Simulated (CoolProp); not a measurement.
Vapour-liquid equilibrium of propane (1) + R114 (2) at 1.11 MPa; x and y are mole fractions of (1).

Computed with CoolProp (multi-fluid Helmholtz-energy mixture model, Lemmon 2009 and Platzer 1990; pair parameters Bell 2016). This equation is an older, rougher fit; its heat capacities, sound speeds and derivatives of the liquid may be far off and weren't checked against measurements.

| x | bubble temperature (°C) | y at the bubble point | dew temperature at overall composition x (°C) | liquid density (mol/L) |
|---|---|---|---|---|
| 0.05 | 82.4 | 0.131 | 86.0 | 7.377 |
| 0.15 | 72.5 | 0.342 | 81.6 | 7.755 |
| 0.25 | 64.3 | 0.497 | 77.0 | 8.112 |
| 0.35 | 57.5 | 0.613 | 72.1 | 8.457 |
| 0.45 | 51.9 | 0.702 | 66.9 | 8.796 |
| 0.55 | 47.1 | 0.773 | 61.3 | 9.140 |
| 0.65 | 42.9 | 0.833 | 55.2 | 9.496 |
| 0.75 | 39.2 | 0.885 | 48.7 | 9.871 |
| 0.85 | 35.8 | 0.933 | 41.7 | 10.27 |
| 0.95 | 32.7 | 0.978 | 34.6 | 10.71 |

No azeotrope shows between x = 0.05 and 0.95.

Pair parameters are fitted to limited data, so mixtures are less certain than the pure fluids.
